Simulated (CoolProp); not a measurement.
Saturation properties of o-xylene.

Computed with CoolProp (reference Helmholtz-energy equation of state, Zhou 2012).

```
T (K)  p (MPa)  liquid density (kg/m³)  vapour density (kg/m³)  surface tension (mN/m)  vapour viscosity (µPa s)
-----  -------  ----------------------  ----------------------  ----------------------  ------------------------
468.2   0.3282                   717.2                   9.983                    12.2                      10.2
480.2   0.4160                   703.8                   12.59                    11.1                      10.4
492.2   0.5206                   689.7                   15.71                    10.1                      10.7
504.2   0.6440                   675.1                   19.46                    8.99                      11.1
516.2   0.7883                   659.6                   23.95                    7.95                      11.4
528.3   0.9572                   643.0                   29.38                    6.93                      11.7
540.3    1.150                   625.5                   35.85                    5.94                      12.1
552.3    1.372                   606.5                   43.69                    4.99                      12.5
564.3    1.624                   585.5                   53.32                    4.06                      12.9
576.3    1.911                   562.0                   65.38                    3.17                      13.4
588.4    2.238                   534.3                   81.11                    2.32                      14.0
600.4    2.606                   500.8                   102.3                    1.54                      14.7
```

It boils at 417.5 K under 1 atm.

Viscosity comes from a separate model (Cao 2016). Surface tension comes from a separate correlation (Mulero 2014).
